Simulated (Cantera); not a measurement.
An adiabatic, constant-volume homogeneous reactor starts with CH₄ : O₂ : N₂ = 1 : 2.6 : 13.8 (molar parts), equivalence ratio 0.77, at 1550 K and 11.0 bar. Integrator tolerance rtol = 1e-08.

Model: GRI-Mech 3.0 (53 species, 325 reactions), integrated in Cantera.

**Question.** What does this change do: N2 13.8 to 6.9 parts?

**Answer.** 
```tsv
quantity	before	after
time of steepest temperature rise	0.127 ms	70.2 µs
temperature at 4.00 s	2808 K	3159 K
equilibrium temperature	2808 K	3159 K
x(CH₄) at 4.00 s	<1e-12 (gas-phase equilibrium <1e-12)	<1e-12 (gas-phase equilibrium <1e-12)
x(O₂) at 4.00 s	0.0300 (gas-phase equilibrium 0.0300)	0.0526 (gas-phase equilibrium 0.0526)
x(N₂O) at 4.00 s	3.50e-6 (gas-phase equilibrium 3.50e-6)	6.25e-6 (gas-phase equilibrium 6.25e-6)
x(H₂O) at 4.00 s	0.105 (gas-phase equilibrium 0.105)	0.155 (gas-phase equilibrium 0.155)
x(CO₂) at 4.00 s	0.0473 (gas-phase equilibrium 0.0473)	0.0602 (gas-phase equilibrium 0.0602)
x(C₂H₆) at 4.00 s	<1e-12 (gas-phase equilibrium <1e-12)	<1e-12 (gas-phase equilibrium <1e-12)
```
Above 3000 K some thermodynamic fits are extrapolated.

**Question.** What does this change do: O2 2.6 to 1.2 parts?

**Answer.** 
| quantity | before | after |
|---|---|---|
| time of steepest temperature rise | 0.127 ms | 0.393 ms |
| temperature at 4.00 s | 2808 K | 2352 K |
| equilibrium temperature | 2808 K | 2352 K |
| x(CH₄) at 4.00 s | <1e-12 (gas-phase equilibrium <1e-12) | 1.37e-10 (gas-phase equilibrium 1.53e-10) |
| x(O₂) at 4.00 s | 0.0300 (gas-phase equilibrium 0.0300) | 9.86e-7 (gas-phase equilibrium 9.86e-7) |
| x(N₂O) at 4.00 s | 3.50e-6 (gas-phase equilibrium 3.50e-6) | 9.18e-9 (gas-phase equilibrium 9.18e-9) |
| x(H₂O) at 4.00 s | 0.105 (gas-phase equilibrium 0.105) | 0.0709 (gas-phase equilibrium 0.0709) |
| x(CO₂) at 4.00 s | 0.0473 (gas-phase equilibrium 0.0473) | 0.0122 (gas-phase equilibrium 0.0122) |
| x(C₂H₆) at 4.00 s | <1e-12 (gas-phase equilibrium <1e-12) | <1e-12 (gas-phase equilibrium <1e-12) |
